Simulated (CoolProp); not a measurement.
Saturation properties of octamethylcyclotetrasiloxane (D4).

Values from CoolProp's reference Helmholtz-energy equation of state, Thol 2015.

| T (°C) | p (MPa) | liquid density (kg/m³) | vapour density (kg/m³) | liquid cp (kJ/(kg K)) | surface tension (mN/m) |
|---|---|---|---|---|---|
| 157.45 | 0.06209 | 790.4 | 5.436 | 1.950 | 8.58 |
| 177.65 | 0.1063 | 762.7 | 9.143 | 2.001 | 7.26 |
| 197.75 | 0.1715 | 733.3 | 14.65 | 2.055 | 5.98 |
| 217.85 | 0.2639 | 701.6 | 22.69 | 2.113 | 4.75 |
| 238.05 | 0.3911 | 666.3 | 34.44 | 2.181 | 3.56 |
| 258.15 | 0.5600 | 625.9 | 51.74 | 2.268 | 2.45 |
| 278.25 | 0.7814 | 576.3 | 78.78 | 2.409 | 1.42 |
| 298.35 | 1.070 | 505.2 | 128.4 | 2.820 | 0.508 |

It boils at 175.7 °C under 1 atm.

Surface tension comes from a separate correlation (Mulero 2014), older than this fluid's equation and unchecked against measurements.
